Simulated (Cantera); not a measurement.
Charge: 1 mol SiO2, 15 mol CO, 0.8 mol N2, at 1650 °C and 15.0 mbar.

Cantera equilibrium calculation (NASA polynomials, part measured and part estimated; ideal gas, pure solids and liquids). Candidate condensed phases: C, Si, SiC, SiO2, Si2N2O, Si3N4; 34 gas species. The tables hold silica as quartz up to 1696 K and as liquid above; real silica turns to tridymite and cristobalite and melts near 1996 K. Equilibrium is a limit: real reactors are often held back by kinetics, nucleation or transport.

Base state: CO 0.916, N2 0.0498, SiO 0.0171, CO2 0.0171 (mole fractions); condensed: SiO2(condensed).

Q: What changes in the equilibrium state with this change: temperature from 1650 °C to 950 °C?

A: 
```csv
species,before,after
CO,0.916,0.949
N2,0.0498,0.0506
CO2,0.0171,0.000186
SiO,0.0171,2.05e-8
"SiO2(condensed), mol",0.725,0
"C(graphite), mol",0,0.00293
"SiO2(β-quartz), mol",0,1.00
```

Q: What changes in the equilibrium state with this change: temperature from 1650 °C to 952 °C?

A: 
```json
[
 {"species": "CO", "before": "0.916", "after": "0.949"},
 {"species": "N2", "before": "0.0498", "after": "0.0506"},
 {"species": "CO2", "before": "0.0171", "after": "0.000181"},
 {"species": "SiO", "before": "0.0171", "after": "2.27e-8"},
 {"species": "SiO2(condensed), mol", "before": "0.725", "after": "0"},
 {"species": "C(graphite), mol", "before": "0", "after": "0.00286"},
 {"species": "SiO2(β-quartz), mol", "before": "0", "after": "1.00"}
]
```

Q: What changes in the equilibrium state with this change: SiO2 replaced by PbO?

A: 
```tsv
species	before	after
CO	0.916	0.833
Pb	0	0.0595
CO2	0.0171	0.0595
SiO	0.0171	0
N2	0.0498	0.0476
PbO	0	6.16e-5
SiO2(condensed), mol	0.725	0
```
Further candidate phases: Pb, PbO, PbO2, Pb3O4.
